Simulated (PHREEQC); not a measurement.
**Hard or scaling water (model solution)**

Make-up at 85 °C: 82 mmol/kgw CaCl2, 29 mmol/kgw Na2HPO4 and 0.041 mmol/kgw H4SiO4. Closed to the air; pH follows from the charge balance.

Equilibrium calculation in PHREEQC: ion-association model, phreeqc.dat.

Each row changes one thing in this solution. This is a speciation only: nothing precipitates in the calculation.

```csv
case,pH,ionic strength (mol/kgw),H3SiO4- (mol/kgw),SI of Quartz (SiO2)
as made,7.14,0.238,5.53e-7,-1.12
Na2HPO4 left out,6.20,0.246,6.41e-8,-1.11
Na2HPO4 from 0.029 to 0.0145 mol/kgw,7.12,0.241,___,-1.12
diluted 5-fold with water,7.28,0.0494,1.25e-7,-1.84
CaCl2 left out,8.71,0.0847,1.24e-5,-1.29
CaCl2 from 0.082 to 0.0164 mol/kgw,7.52,0.0832,1.12e-6,-1.14
H4SiO4 from 4.1e-05 to 0.00041 mol/kgw,7.14,0.238,___,-0.12
```

Problem. Some entries are withheld; supply them.

Solution. 
- Na2HPO4 from 0.029 to 0.0145 mol/kgw, H3SiO4- (mol/kgw): 5.31e-7
- H4SiO4 from 4.1e-05 to 0.00041 mol/kgw, H3SiO4- (mol/kgw): 5.52e-6

Species that the database lacks are ignored. Some of these states are supersaturated (in Hydroxyapatite, for instance). Constants without temperature data keep their 25 °C values here.
